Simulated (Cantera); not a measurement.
An adiabatic, constant-volume homogeneous reactor starts with H2 : O2 : N2 = 1 : 0.526 : 1.98 (molar parts), equivalence ratio 0.95, at 1175 K and 10.0 bar.

Computed with Cantera and GRI-Mech 3.0 (53 species, 325 reactions). The hydrogen kinetics of GRI-Mech 3.0 are dated; newer H2 mechanisms differ, most at raised pressure. Above 3000 K some thermodynamic fits are extrapolated.

Predict: time of steepest temperature rise; temperature at 2.00 s; equilibrium temperature; x(H2) at 2.00 s; x(O2) at 2.00 s; x(H2O2) at 2.00 s; x(N2O) at 2.00 s; x(O) at 2.00 s.


```
Property                                                            Result
---------------------------------  ---------------------------------------
time of steepest temperature rise                                 0.132 ms
temperature at 2.00 s                                               3116 K
equilibrium temperature                                             3116 K
x(H2) at 2.00 s                      0.0329 (gas-phase equilibrium 0.0329)
x(O2) at 2.00 s                      0.0126 (gas-phase equilibrium 0.0126)
x(H2O2) at 2.00 s                  3.04e-6 (gas-phase equilibrium 3.04e-6)
x(N2O) at 2.00 s                   2.98e-6 (gas-phase equilibrium 2.98e-6)
x(O) at 2.00 s                     0.00388 (gas-phase equilibrium 0.00388)
```
